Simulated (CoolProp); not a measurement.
Dry air at 707.8 K and 2.39 MPa flows at 0.054 m/s in a round tube of 12.7 mm bore and 45 µm roughness, fully developed (64/Re and Nu = 3.66 if laminar; Colebrook and Gnielinski if turbulent). Each further row changes one setting.

Computed with CoolProp (reference Helmholtz-energy equation of state, Lemmon 2000). It is a pseudo-pure fit of the blend.

```json
[
 {"case": "as stated", "Reynolds number": "231", "Darcy friction factor": "…", "pressure drop (Pa/m)": "0.371", "heat-transfer coefficient (W/(m² K))": "15.1", "mass flow (kg/h)": "0.287"},
 {"case": "velocity 0.108 m/s", "Reynolds number": "462", "Darcy friction factor": "0.138", "pressure drop (Pa/m)": "…", "heat-transfer coefficient (W/(m² K))": "15.1", "mass flow (kg/h)": "0.574"},
 {"case": "diameter 25.4 mm", "Reynolds number": "462", "Darcy friction factor": "0.138", "pressure drop (Pa/m)": "…", "heat-transfer coefficient (W/(m² K))": "…", "mass flow (kg/h)": "…"}
]
```

Q: Complete the blanks.

A: 
- as stated, Darcy friction factor: 0.277
- velocity 0.108 m/s, pressure drop (Pa/m): 0.741
- diameter 25.4 mm, pressure drop (Pa/m): 0.0927
- diameter 25.4 mm, heat-transfer coefficient (W/(m² K)): 7.56
- diameter 25.4 mm, mass flow (kg/h): 1.15

Viscosity comes from a separate model (Lemmon 2004). Thermal conductivity comes from a separate model (Lemmon 2004).
